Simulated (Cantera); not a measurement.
Charge: 1 mol TiC, 0.041 mol C, 0.022 mol H₂, equilibrated at 1.00 bar.

Cantera equilibrium calculation (NASA polynomials, part measured and part estimated; ideal gas, pure solids and liquids). Candidate condensed phases: C, C₆H₆, C₇H₈, C₈H₁₈, Ti, TiC; 77 gas species. TiC: taken at fixed stoichiometry. The numbers say what is thermodynamically allowed, not how fast it happens.

x: gas mole fraction; n: condensed amount in mol.

```json
[
 {"T (°C)": "1377", "x H₂": "0.999", "x H": "9.08e-5", "x C₂H₂ (acetylene)": "4.55e-5", "x CH₄": "0.00133", "x C₄H₂": "?", "x C₂H": "1.81e-11", "x CH₃": "2.45e-6", "n C(graphite)": "0.0410", "n TiC(s)": "1.00"},
 {"T (°C)": "1577", "x H₂": "0.999", "x H": "0.000538", "x C₂H₂ (acetylene)": "0.000261", "x CH₄": "0.000653", "x C₄H₂": "?", "x C₂H": "1.52e-9", "x CH₃": "7.09e-6", "n C(graphite)": "0.0410", "n TiC(s)": "1.00"},
 {"T (°C)": "1777", "x H₂": "0.996", "x H": "0.00226", "x C₂H₂ (acetylene)": "0.00106", "x CH₄": "0.000370", "x C₄H₂": "?", "x C₂H": "5.31e-8", "x CH₃": "1.65e-5", "n C(graphite)": "0.0409", "n TiC(s)": "1.00"},
 {"T (°C)": "1977", "x H₂": "0.989", "x H": "0.00739", "x C₂H₂ (acetylene)": "0.00331", "x CH₄": "0.000231", "x C₄H₂": "?", "x C₂H": "9.81e-7", "x CH₃": "3.28e-5", "n C(graphite)": "0.0408", "n TiC(s)": "1.00"},
 {"T (°C)": "2177", "x H₂": "0.971", "x H": "0.0198", "x C₂H₂ (acetylene)": "0.00847", "x CH₄": "0.000154", "x C₄H₂": "?", "x C₂H": "1.11e-5", "x CH₃": "5.70e-5", "n C(graphite)": "0.0406", "n TiC(s)": "1.00"},
 {"T (°C)": "2377", "x H₂": "0.936", "x H": "0.0453", "x C₂H₂ (acetylene)": "0.0184", "x CH₄": "0.000105", "x C₄H₂": "?", "x C₂H": "8.62e-5", "x CH₃": "8.80e-5", "n C(graphite)": "0.0401", "n TiC(s)": "1.00"},
 {"T (°C)": "2577", "x H₂": "0.873", "x H": "0.0909", "x C₂H₂ (acetylene)": "0.0343", "x CH₄": "7.03e-5", "x C₄H₂": "?", "x C₂H": "0.000489", "x CH₃": "0.000121", "n C(graphite)": "0.0393", "n TiC(s)": "1.000"}
]
```

Task: Complete the blanks.

Result: 
- 1377, x C₄H₂: 8.08e-10
- 1577, x C₄H₂: 2.71e-8
- 1777, x C₄H₂: 4.53e-7
- 1977, x C₄H₂: 4.53e-6
- 2177, x C₄H₂: 3.05e-5
- 2377, x C₄H₂: 0.000150
- 2577, x C₄H₂: 0.000562
